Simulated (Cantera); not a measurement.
Mixture: CO : H2 : CH4 : O2 : N2 : H2O = 1 : 0.35 : 0.38 : 1.59 : 6.54 : 2.8 (molar parts), equivalence ratio 0.90, at 0.296 atm, adiabatic and at constant pressure. Ignition delay is the time to a rise of 400 K.

Model: GRI-Mech 3.0 (53 species, 325 reactions), integrated in Cantera. Below about 1000 K GRI-Mech 3.0 lacks low-temperature oxidation paths. Below about 950 K walls govern HO2 and H2O2 in real vessels.

Q: What does this change do: pressure from 0.296 atm to 1.68 atm?

A: 
```csv
quantity,before,after
delay at 875 K,0.580 s,0.727 s
delay at 925 K,98.1 ms,0.161 s
delay at 975 K,35.0 ms,41.1 ms
delay at 1025 K,17.2 ms,12.4 ms
delay at 1075 K,9.64 ms,4.73 ms
delay at 1125 K,5.81 ms,2.28 ms
apparent activation energy between 1025 and 1125 K,100 kJ/mol,160 kJ/mol
```

Q: What does this change do: CO 1 to 0.39 parts?

A: 
| quantity | before | after |
|---|---|---|
| delay at 875 K | 0.580 s | 1.03 s |
| delay at 925 K | 98.1 ms | 0.139 s |
| delay at 975 K | 35.0 ms | 42.4 ms |
| delay at 1025 K | 17.2 ms | 19.6 ms |
| delay at 1075 K | 9.64 ms | 10.8 ms |
| delay at 1125 K | 5.81 ms | 6.42 ms |
| apparent activation energy between 1025 and 1125 K | 100 kJ/mol | 110 kJ/mol |

Q: What does this change do: pressure from 0.296 atm to 4.93 atm?

A: 
```tsv
quantity	before	after
delay at 875 K	0.580 s	0.429 s
delay at 925 K	98.1 ms	0.111 s
delay at 975 K	35.0 ms	32.9 ms
delay at 1025 K	17.2 ms	11.1 ms
delay at 1075 K	9.64 ms	4.18 ms
delay at 1125 K	5.81 ms	1.79 ms
apparent activation energy between 1025 and 1125 K	100 kJ/mol	170 kJ/mol
```
